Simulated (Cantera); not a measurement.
An isothermal, constant-pressure homogeneous reactor starts with 2.06 % H2, 97.9 % O2, equivalence ratio 0.011, at 948 K and 1330 Pa.

Computed with Cantera and GRI-Mech 3.0 (53 species, 325 reactions). Radical loss at walls, strong at low pressure, is not modelled. Below about 950 K walls govern HO2 and H2O2 in real vessels.

One state of this run: x H2 = 0.000984; x O2 = 0.971; x O = 0.00691; x H2O2 = 1.12e-7; x H = 0.00251. x: mole fraction; the columns are a selection and need not sum to one.

**Question.** Which value of t (s) does it belong to?
(A) 0.0245
(B) 0.00736
(C) 10.0
(D) 0.000665

**Answer.** A, 0.0245
